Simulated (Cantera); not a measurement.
## Thermodynamics of sublimation and decomposition of ceramics, feed AlN + H₂

Charge: 1 mol AlN, 0.013 mol H₂, at 2725 K and 0.133 bar.

Method: chemical equilibrium by Gibbs-energy minimisation in Cantera with the NASA 1993 tables (ideal gas, pure condensed phases). Candidate condensed phases: Al, AlN; 13 gas species. Rates play no part.

```json
{
 "x(Al)": "0.656",
 "x(N₂)": "0.329",
 "x(H)": "0.00962",
 "x(H₂)": "0.00317",
 "x(AlH)": "0.00117",
 "x(Al₂)": "0.00109",
 "x(N)": "3.11e-6",
 "gas_amount": "1.518 mol",
 "log10 activity of Al(l) (absent)": "-0.92"
}
```
